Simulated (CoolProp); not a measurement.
Vapour-liquid equilibrium of n-butane (1) + trans-2-butene (2) at 0.0205 MPa; x and y are mole fractions of (1).

Values from CoolProp's multi-fluid Helmholtz-energy mixture model, Bücker 2006 and Lemmon 2005; pair parameters Bell 2016.

| x | bubble temperature, mixture model (°C) | bubble temperature, Raoult's law (°C) | y, mixture model | y, Raoult's law |
|---|---|---|---|---|
| 0.05 | -35.0 | -34.8 | 0.059 | 0.054 |
| 0.2 | -35.4 | -35.1 | 0.222 | 0.213 |
| 0.35 | -35.7 | -35.3 | 0.372 | 0.368 |
| 0.5 | -36.0 | -35.5 | 0.517 | 0.520 |
| 0.65 | -36.1 | -35.8 | 0.660 | 0.668 |
| 0.8 | -36.2 | -36.0 | 0.804 | 0.812 |
| 0.95 | -36.3 | -36.2 | 0.951 | 0.954 |

The largest gap from Raoult's law is -0.5 K in bubble temperature, at x = 0.5. No azeotrope shows between x = 0.05 and 0.95.

The pair parameters rest on a limited set of measurements; away from them the model extrapolates.
